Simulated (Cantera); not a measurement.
A Cantera script and what it prints.

```python
import numpy as np
import cantera as ct

gas_names = """
    C CH CH2 CH3 CH2OH CH3O CH4 CH3OH CN CO CO2 COOH C2 C2H CHCO,ketyl C2H2,acetylene C2H2,vinylidene
    CH2CO,ketene C2H3,vinyl CH3CN CH3CO,acetyl C2H4 C2H4O,ethylen CH3CHO,ethanal CH3COOH (HCOOH)2 C2H5
    C2H6 CH3OCH3 C2H5OH CCN CNC C2N2 C2O C3 C3H3,propargyl C3H4,allene C3H4,propyne C3H4,cyclo-
    C3H5,allyl C3H6,propylene C3H6,cyclo- C3H6O C3H7,n-propyl C3H7,i-propyl C3H8 C3H8O,1propanol
    C3H8O,2propanol C3O2 C4 C4H2 C4H4,1,3-cyclo- C4H6,butadiene C4H6,2-butyne C4H6,cyclo- C4H8,1-butene
    C4H8,cis2-buten C4H8,tr2-butene C4H8,isobutene C4H8,cyclo- (CH3COOH)2 C4H9,n-butyl C4H9,i-butyl
    C4H9,s-butyl C4H9,t-butyl C4H10,isobutane C4H10,n-butane C4N2 C5 C5H6,1,3cyclo- C5H8,cyclo-
    C5H10,1-pentene C5H10,cyclo- C5H11,pentyl C5H11,t-pentyl C5H12,n-pentane C5H12,i-pentane
    CH3C(CH3)2CH3 C6H2 C6H5,phenyl C6H5O,phenoxy C6H6 C6H5OH,phenol C6H10,cyclo- C6H12,1-hexene
    C6H12,cyclo- C6H13,n-hexyl C7H7,benzyl C7H8 C7H8O,cresol C7H14,1-heptene C7H15,n-heptyl
    C7H16,n-heptane C8H8,styrene C8H10,ethylbenz C8H16,1-octene C8H17,n-octyl C8H18,isooctane
    C8H18,n-octane C9H19,n-nonyl C10H8,naphthale C10H21,n-decyl C12H9,o-bipheny C12H10,bipheny Fe FeC5O5
    FeO Fe(OH)2 H HCN HCO HCCN HNC HNCO HNO HNO2 HNO3 HO2 H2 HCHO,formaldehy HCOOH H2O H2O2 N NCO NH NH2
    NH3 NH2OH NO NO2 NO3 N2 N2H2 N2H4 N2O O OH O2 O3
""".split()
cond_names = """
    C(gr) C6H6(L) C7H8(L) C8H18(L),n-octa Fe(a) Fe(c) Fe(d) Fe(L) FeC5O5(L) FeO(s) FeO(L) Fe(OH)2(s)
    Fe(OH)3(s) Fe2O3(s) Fe3O4(s) H2O(s) H2O(L)
""".split()


def load(file, names, dense=False):
    # The tables refer to 1 bar. Condensed volumes are neglected.
    table = {s.name: s for s in ct.Species.list_from_file(file)}
    out = []
    for n in names:
        d = dict(table[n].input_data)
        d["thermo"] = dict(d["thermo"], **{"reference-pressure": 1e5})
        if dense:
            d["equation-of-state"] = {"model": "constant-volume", "density": "1e6 g/cm^3"}
        out.append(ct.Species.from_dict(d))
    return out


gas = ct.Solution(thermo="ideal-gas", species=load("nasa_gas.yaml", gas_names))
cond = {s.name: ct.Solution(thermo="fixed-stoichiometry", species=[s], name=s.name)
        for s in load("nasa_condensed.yaml", cond_names, dense=True)}
atoms = {
    'Fe(CO)5': {'Fe': 1, 'C': 5, 'O': 5},
    'H2': {'H': 2},
    'N2': {'N': 2},
}
top_T = {'C(gr)': 4500, 'Fe2O3(s)': 1830, 'Fe3O4(s)': 1870}  # K; cautious upper limits of use, not melting points


def equilibrate(T, P, feed):
    n = {}
    for name, mol in feed.items():
        for a, k in atoms[name].items():
            n[a] = n.get(a, 0.0) + k * mol
    gas.TPX = T, P, n
    mass = sum(n.values()) * gas.mean_molecular_weight
    gas.equilibrate("TP")
    valid = [c for c in cond.values() if c.min_temp <= T <= top_T.get(c.name, c.max_temp)]
    mix = ct.Mixture([(gas, mass / gas.mean_molecular_weight)] + [(c, 0.0) for c in valid])
    mix.T, mix.P = T, P
    mix.equilibrate("TP", solver="vcs", rtol=1e-11, max_steps=5000)
    return mix


results = []
feed = {'Fe(CO)5': 1, 'H2': 4.2, 'N2': 0.7}  # mol
T = 1473  # K
for P in [10, 52, 270, 1400, 7200, 37000, 190000, 1000000]:
    mix = equilibrate(T, P, feed)
    results.append((T, P, feed, dict(zip(mix.species_names, mix.species_moles))))

top = {s: max(r[3][s] / sum(r[3][g] for g in gas_names) for r in results) for s in gas_names}
cols = sorted((s for s in top if top[s] > 0.001), key=lambda s: -top[s])[:7]
seen = [c for c in cond_names if any(r[3].get(c, 0) > 1e-12 for r in results)]
print("log10 of partial pressures in bar; condensed amounts in mol")
print(f"{'P/Pa':>10s}" + "".join(f"{s[:9]:>10s}" for s in cols + seen))
for T, P, feed, n in results:
    ng = sum(n[g] for g in gas_names)
    print(f"{P:10.4g}" + "".join(f"{np.log10(max(n[s] / ng * P / 1e5, 1e-99)):10.3f}" for s in cols)
          + "".join(f"{n.get(c, 0):10.4g}" for c in seen))
```

Output:

```
log10 of partial pressures in bar; condensed amounts in mol
      P/Pa        CO        H2        N2       CH4       H2O       CO2     C(gr)     Fe(c)
        10    -4.297    -4.373    -5.151   -12.961    -9.668    -9.985         0    0.9917
        52    -3.581    -3.657    -4.435   -11.170    -8.592    -8.910         0    0.9984
       270    -2.865    -2.941    -3.719    -9.383    -7.517    -7.835         0    0.9997
      1400    -2.151    -2.226    -3.005    -7.605    -6.436    -6.753         0    0.9999
      7200    -1.439    -1.515    -2.293    -5.867    -5.330    -5.647         0         1
   3.7e+04    -0.729    -0.805    -1.583    -4.220    -4.133    -4.451         0         1
   1.9e+05    -0.018    -0.096    -0.871    -2.724    -2.793    -3.109  0.001006         1
     1e+06     0.701     0.618    -0.146    -1.297    -1.360    -1.671   0.01255         1
```

These are equilibrium values from Cantera (NASA tables, ideal gas, pure condensed phases), not measurements of a reactor. Iron dissolves carbon and melts from about 1420 K in contact with it, which pure phases cannot show. Condensed phases not in the tables: cementite and carbon dissolved in iron.
